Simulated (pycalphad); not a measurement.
CALPHAD calculation (pycalphad, COST 507 light-alloy database (1999)), 1 atm. These are 1990s assessments: newer ones move some temperatures and phases. Phase fractions are per mole of atoms.

**Question.** Give the equilibrium state of Mg-2.703Si-0.8178Al (wt.%) at 775 K.

**Answer.** 
```
T = 775.00 K, P = 101325 Pa, N = 1 mol of atoms
G = -33550 J/mol, H = 11556 J/mol, S = 58.20 J/(mol K)  (SER reference)
chemical potentials (J/mol): Mg -32333, Si -77880, Al -52121
phase             fraction      x(Mg)      x(Si)      x(Al)
HCP_A3              0.9295     0.9920   2.18e-06     0.0080
MG2SI               0.0705     0.6667     0.3333       none
```

**Question.** Give the equilibrium state of Mg-2.703Si-0.8178Al (wt.%) at 900 K.

**Answer.** 
```
T = 900.00 K, P = 101325 Pa, N = 1 mol of atoms
G = -41117 J/mol, H = 16193 J/mol, S = 63.68 J/(mol K)  (SER reference)
chemical potentials (J/mol): Mg -39950, Si -81420, Al -66024
phase             fraction      x(Mg)      x(Si)      x(Al)
HCP_A3              0.8405     0.9936   2.36e-05     0.0064
LIQUID              0.0925     0.9656     0.0123     0.0221
MG2SI               0.0670     0.6667     0.3333       none
```

Database names, with the compositions (at.%) that they take in these runs: MG2SI: Mg 67 Si 33. HCP_A3 is hcp. An entry "none" or "no" means that the model of the phase leaves that element out.
